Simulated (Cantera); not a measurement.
A freely propagating, adiabatic, planar premixed flame of 11.8 % CH₄, 16.9 % O₂, 69.3 % N₂, 2.01 % H₂O, equivalence ratio 1.4, unburnt at 550 K and 9.87 atm; mixture-averaged transport, grid criteria slope 0.08 and curve 0.16, no radiation.

Model: GRI-Mech 3.0 (53 species, 325 reactions), integrated in Cantera. Burning velocities carry a grid error of a few per cent, more on coarse grids.

Predict: laminar burning velocity; thermal thickness; peak x(C₂H₄); peak x(HCO).


| Quantity | Value |
|---|---|
| laminar burning velocity | 16.8 cm/s |
| thermal thickness | 0.168 mm |
| peak x(C₂H₄) | 0.00193 |
| peak x(HCO) | 2.22e-6 |
